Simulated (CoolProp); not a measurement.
Values from CoolProp's reference Helmholtz-energy equation of state, Lemmon 2005. It is a short technical equation, of lower accuracy than the large ones.

Problem. For cis-2-butene, give the phase and the Z, cp (kJ/(kg K)), speed of sound (m/s), isothermal compressibility (1/MPa) at 497 K and 5470 kPa.

Solution. 
- 497 K and 5470 kPa: supercritical; Z 0.658, cp 3.01, speed of sound 205, isothermal compressibility 0.291
